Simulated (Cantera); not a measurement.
# Pyrogenic steam for wet oxidation

An isothermal, constant-pressure homogeneous reactor starts with H2 : O2 : N2 = 1.2 : 1 : 1.5 (molar parts), at 1100 K and 0.370 bar.

Cantera simulation using GRI-Mech 3.0 (53 species, 325 reactions); the numbers are that mechanism's predictions, not measurements. The temperature is held fixed by assumption; the heat of reaction is taken as removed at once.

```csv
t (s),x H2,x O2,x NO2,x H2O,x O,x OH
0.000400,0.00501,0.131,1.50e-8,0.380,0.000350,0.000611
0.00149,0.00108,0.129,1.28e-7,0.386,2.71e-5,0.000113
0.00552,0.000229,0.129,3.46e-7,0.387,2.97e-6,3.91e-5
0.0205,2.27e-5,0.129,4.21e-7,0.387,2.99e-7,1.77e-5
0.0761,3.83e-7,0.129,1.65e-7,0.387,5.28e-8,9.09e-6
0.283,1.38e-8,0.129,2.67e-8,0.387,1.42e-8,4.74e-6
1.05,4.15e-9,0.129,1.58e-8,0.387,4.16e-9,2.55e-6
3.90,2.42e-9,0.129,2.61e-8,0.387,1.72e-9,1.64e-6
14.5,2.35e-9,0.129,2.96e-8,0.387,1.49e-9,1.53e-6
53.8,2.35e-9,0.129,2.97e-8,0.387,1.48e-9,1.52e-6
200,2.35e-9,0.129,2.97e-8,0.387,1.48e-9,1.52e-6
```
x: mole fraction; the columns are a selection and need not sum to one.

Equilibrium at this temperature and pressure: H2 2.35e-9, O2 0.129, NO2 7.13e-7, H2O 0.387, O 1.48e-9, OH 1.52e-6 (gas phase only).
